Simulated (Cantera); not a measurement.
What does this Cantera script print?

```python
import numpy as np
import cantera as ct

gas_names = """
    O3 Pb PbO
""".split()
cond_names = """

""".split()


# ... load() reads the species with a 1 bar reference pressure and builds the phases ...
species = {s.name: s for s in load("nasa_gas.yaml", gas_names) + load("nasa_condensed.yaml", cond_names)}
# Each term lists the table entries of one substance; the one whose range holds T is used.
reactions = {
    'O3(g) + 3 Pb(g) = 3 PbO(g)':
        [(-1, ['O3']), (-3, ['Pb']), (3, ['PbO'])],
}


def pick(names, T):
    return next(species[n] for n in names if species[n].thermo.min_temp <= T <= species[n].thermo.max_temp)


results = []
for label, terms in reactions.items():
    print(label)
    print("     T/K   dH/kJ  dS/(J/K)   dG/kJ   log10 K")
    for T in [300, 875, 975, 1075, 1175, 1275, 1375, 1475, 1575, 1675, 1775]:
        used = [(nu, pick(names, T)) for nu, names in terms]
        dH = sum(nu * s.thermo.h(T) for nu, s in used) / 1e6
        dS = sum(nu * s.thermo.s(T) for nu, s in used) / 1e3
        dG = dH - T * dS / 1e3
        logK = -dG * 1e6 / (ct.gas_constant * T * np.log(10))
        results.append((label, T, dH, dS, dG, logK, [s.name for _, s in used]))
        print(f"{T:8g} {dH:8.1f} {dS:8.1f} {dG:8.1f} {logK:8.2f}")
```

Result:

```
O3(g) + 3 Pb(g) = 3 PbO(g)
     T/K   dH/kJ  dS/(J/K)   dG/kJ   log10 K
     300   -516.5    -45.0   -503.0    87.58
     875   -519.5    -50.2   -475.5    28.39
     975   -520.2    -51.0   -470.5    25.20
    1075   -520.9    -51.7   -465.3    22.61
    1175   -521.5    -52.2   -460.1    20.46
    1275   -522.1    -52.7   -454.9    18.64
    1375   -522.9    -53.3   -449.6    17.08
    1475   -523.8    -53.9   -444.2    15.73
    1575   -524.9    -54.7   -438.8    14.55
    1675   -526.4    -55.6   -433.3    13.51
    1775   -528.3    -56.7   -427.7    12.59
```

Source: NASA polynomial tables (part measured, part estimated), evaluated in Cantera. Condensed species are held in their standard states even where they would react or evaporate.
